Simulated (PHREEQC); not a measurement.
Dissolve 0.054 mol/kgw HCl, 0.0026 mol/kgw ZnSO4 and 0.00029 mol/kgw MnSO4 at 25 °C. Closed to the air; pH follows from the charge balance.

The numbers come from PHREEQC with the ion-association model, phreeqc.dat.

```csv
quantity,before,after
pH,1.36,1.36
ionic strength (mol/kgw),0.0609,0.0602
HSO4- (mol/kgw),0.00195,0.00220
SO4-2 (mol/kgw),0.000846,0.000615
ZnCl+ (mol/kgw),0.000149,0.000311
ZnSO4 (mol/kgw),8.80e-5,6.60e-5
```

**Question.** Which change was made?
A. 0.027 mol/kgw Ca(NO3)2 added
B. HCl from 0.054 to 0.027 mol/kgw
C. temperature from 25 to 45 °C
D. temperature from 25 to 35 °C

**Answer.** C, temperature from 25 to 45 °C

This is a speciation only: nothing precipitates in the calculation. At this temperature some constants are extrapolated from 25 °C, and those without enthalpy data are left unchanged.
